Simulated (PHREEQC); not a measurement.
Dissolve 0.21 mol/kgw Zn(NO3)2 at 22 °C. Closed to the air; pH follows from the charge balance.

Equilibrium calculation in PHREEQC: ion-association model, phreeqc.dat.

Each row changes one thing in this solution. This is a speciation only: nothing precipitates in the calculation.

```
case                                                        pH  ionic strength (mol/kgw)
--------------------------------------------------  ----------  ------------------------
as made                                                   5.22                     0.630
Zn(NO3)2 replaced by Pb(NO3)2 at the same molality  (withheld)                (withheld)
Zn(NO3)2 from 0.21 to 0.42 mol/kgw                        5.15                (withheld)
temperature from 22 to 45 °C                              4.87                     0.630
Zn(NO3)2 replaced by Mg(NO3)2 at the same molality        6.36                     0.630
diluted 2-fold with water                                 5.30                     0.315
```

Q: What belongs in the gaps?

A: 
- Zn(NO3)2 replaced by Pb(NO3)2 at the same molality, pH: 4.15
- Zn(NO3)2 replaced by Pb(NO3)2 at the same molality, ionic strength (mol/kgw): 0.407
- Zn(NO3)2 from 0.21 to 0.42 mol/kgw, ionic strength (mol/kgw): 1.26

The ionic strength passes 0.7 mol/kgw, the rough limit of the ion-association models, in Zn(NO3)2 from 0.21 to 0.42 mol/kgw. At this temperature some constants are extrapolated from 25 °C, and those without enthalpy data are left unchanged.
